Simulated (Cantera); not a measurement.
Charge: 1 mol Si, 0.014 mol CO2, 30 mol N2, equilibrated at 1900 °C and 90000 Pa.

Cantera equilibrium calculation (NASA polynomials, part measured and part estimated; ideal gas, pure solids and liquids). Candidate condensed phases: C, Si, SiC, SiO2, Si2N2O, Si3N4; 34 gas species. Mutual solubility and eutectic melting of coexisting phases are not modelled. The tables' values for SiN are old estimates; treat these amounts as uncertain. Rates play no part.

Base state: N2 0.999, SiO 0.000540, CO 0.000392, Si 0.000314, Si2N 5.99e-5, SiN 5.31e-5, Si2C 1.68e-5 (mole fractions); condensed: Si(l) + SiC(s).

Q: What changes in the equilibrium state with this change: temperature from 1900 °C to 1927 °C?

A: 
```json
[
 {"species": "N2", "before": "0.999", "after": "0.998"},
 {"species": "SiO", "before": "0.000540", "after": "0.000514"},
 {"species": "CO", "before": "0.000392", "after": "0.000418"},
 {"species": "Si", "before": "0.000314", "after": "0.000410"},
 {"species": "Si2C", "before": "1.68e-5", "after": "2.40e-5"},
 {"species": "SiN", "before": "5.31e-5", "after": "6.56e-5"},
 {"species": "Si(l), mol", "before": "0.966", "after": "0.963"},
 {"species": "SiC(s), mol", "before": "0.00170", "after": "0.000671"}
]
```
